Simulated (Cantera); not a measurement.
Predominance diagram of Sr at 1202 °C against the partial pressures of O2 and Cl2 (log10, bar). Cantera with NASA thermochemical tables; ideal gases at 1 bar, condensed phases pure. Candidates: Sr(l), SrCl2(l), SrO(s). Only these pure phases compete in this equilibrium. Not in the tables: the peroxide, oxide halides.

```
log p(Cl2) \ log p(O2)
        columns: -16, -14.8, -13.5, -12.3, -11.1, -9.8, -8.6, -7.4, -6.2, -4.9, -3.7, -2.5, -1.2, 0
      1  A A A A A A A A A A A A A A
      0  A A A A A A A A A A A A A A
     -1  A A A A A A A A A A A A A A
     -2  A A A A A A A A A A A A A A
     -3  A A A A A A A A A A A A A A
     -4  A A A A A A A A A A A A A A
     -5  A A A A A A A A A A A A A A
     -6  A A A A A A A A A A A A A A
     -7  A A A A A A A A A A A A B B
     -8  A A A A A A A A A A B B B B
     -9  A A A A A A A A A B B B B B
```

A: SrCl2(l); B: SrO(s).
